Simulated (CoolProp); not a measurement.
Values from CoolProp's reference Helmholtz-energy equation of state, Lemmon 2006. It is a short technical equation, of lower accuracy than the large ones.

### Question
Give the vapour pressure (MPa), enthalpy of vaporisation (kJ/kg), liquid cp (kJ/(kg K)), vapour Z of saturated C2F6 (R116) at -68.95, -48.85, -43.85 °C.

### Answer
```json
[
 {"T (°C)": "-68.95", "p (MPa)": "0.161", "enthalpy of vaporisation (kJ/kg)": "113", "liquid cp (kJ/(kg K))": "0.966", "vapour Z": "0.937"},
 {"T (°C)": "-48.85", "p (MPa)": "0.387", "enthalpy of vaporisation (kJ/kg)": "103", "liquid cp (kJ/(kg K))": "1.03", "vapour Z": "0.884"},
 {"T (°C)": "-43.85", "p (MPa)": "0.469", "enthalpy of vaporisation (kJ/kg)": "99.9", "liquid cp (kJ/(kg K))": "1.05", "vapour Z": "0.867"}
]
```
